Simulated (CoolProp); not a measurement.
Vapour-liquid equilibrium of n-hexane (1) + hexamethyldisiloxane (MM) (2) at 1.45 °C; x and y are mole fractions of (1).

The numbers come from the multi-fluid Helmholtz-energy mixture model, Thol 2019 and Thol 2016; pair parameters Bell 2016 in CoolProp.

Question: Give the bubble pressure and the first vapour's composition at x = 0.05, 0.15, 0.35. Is there an azeotrope?

Answer: x = 0.05: 0.001704 MPa, y = 0.171; x = 0.15: 0.002123 MPa, y = 0.403; x = 0.35: 0.002974 MPa, y = 0.675. No azeotrope shows between x = 0.05 and 0.95.

Pair parameters are fitted to limited data, so mixtures are less certain than the pure fluids.
